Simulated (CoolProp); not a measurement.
A single-stage vapour-compression cycle with the fluid: evaporating at 194.15 K (dew point), condensing at 234.15 K (bubble point), superheat 2 K, subcooling 8 K, compressor efficiency 0.75, no pressure losses. The same conditions are run with several fluids, on thermodynamics alone (safety and materials aside).

The numbers come from the reference Helmholtz-energy equation of state of each fluid (ethane: Bücker 2006; propane: Lemmon 2009; ethylene: Smukala 2000; hydrogen chloride: Thol 2018; R13: Platzer 1990; carbonyl sulfide: Lemmon 2006) in CoolProp. The equations of Platzer and Polt are older, rougher fits.

Task: Rank ethane, propane, ethylene, hydrogen chloride, R13, carbonyl sulfide by cooling COP, highest first.

Result: propane (3.29), R13 (3.18), ethane (3.16), carbonyl sulfide (3.13), ethylene (3.02), hydrogen chloride (3.00)

```tsv
fluid	pressure ratio	discharge temperature (K)	refrigerating effect (kJ/kg)	volumetric capacity (kJ/m³)
ethane	4.86	284.4	396	1270
propane	8.32	282.7	395	150
ethylene	4.21	292.8	362	2400
hydrogen chloride	5.64	358.1	385	1250
R13	5.42	270.6	120	921
carbonyl sulfide	7.79	338.7	291	230
```
